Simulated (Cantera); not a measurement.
# Transport properties of process gases

Gas mixture: 75.0 % C2H4, 25.0 % N2, at 1000000 Pa, frozen composition.

Cantera's kinetic-theory transport with the Lennard-Jones parameters of GRI-Mech 3.0, ideal gas; thermal conductivity in the mixture-averaged form. The composition is frozen, though it would react at the higher temperatures.

```csv
T (K),ρ (kg/m³),cp (J/kg/K),μ (µPa s),λ (mW/m/K),Pr,D (cm²/s) N2,D (cm²/s) C2H2,D (cm²/s) OH
400,8.43,1669,15.1,33.4,0.754,0.0276,0.0232,0.0441
500,6.75,1930,18.3,46.0,0.767,0.0412,0.0350,0.0653
600,5.62,2165,21.2,58.9,0.780,0.0567,0.0485,0.0895
700,4.82,2363,23.9,71.7,0.788,0.0740,0.0638,0.117
800,4.22,2524,26.5,84.4,0.792,0.0931,0.0806,0.146
900,3.75,2663,28.9,96.9,0.795,0.114,0.0989,0.178
1000,3.37,2809,31.2,109,0.804,0.136,0.119,0.213
1100,3.07,2921,33.4,121,0.807,0.160,0.140,0.250
1200,2.81,3020,35.5,132,0.810,0.185,0.162,0.289
```
D: mixture-averaged diffusion coefficient of that species in the mixture.
